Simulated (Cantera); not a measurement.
A diamond (100) surface in a fixed gas of H2 with x(CH4) = 0.0036, x(CH3) = 0.00051, at 1225 K, 13000 Pa; coverages are run to steady state.

Cantera simulation using the Harris–Goodwin 1993 mechanism for the reconstructed diamond (100) surface; the numbers are that mechanism's predictions, not measurements.

θ: site fractions in the mechanism's names (c6HH fully hydrogenated, c6H* and c6*H radical sites, c6** diradical, c6HM methylated).

```csv
x(H),growth (µm/h),θ c6HH,θ c6H*,θ c6*H,θ c6**,θ c6HM
0.0001,0.987,0.618,0.0273,0.333,0.00392,0.00660
0.00022,2.55,0.529,0.0333,0.407,0.00868,0.00864
0.0005,?,0.471,0.0371,0.452,?,0.0103
0.0011,11.1,0.441,0.0389,0.474,0.0227,0.0111
0.0025,20.4,0.426,0.0399,0.485,0.0282,0.0106
0.0056,33.7,0.421,0.0405,0.492,0.0316,0.00858
0.013,?,0.419,0.0411,0.496,0.0335,?
0.028,61.6,0.419,0.0417,0.499,0.0345,0.00339
0.063,70.3,0.419,0.0428,0.500,0.0352,0.00174
```

### Question
Complete the blanks.

### Answer

- 0.0005, growth (µm/h): 5.74
- 0.0005, θ c6**: 0.0157
- 0.013, growth (µm/h): 49.4
- 0.013, θ c6HM: 0.00572
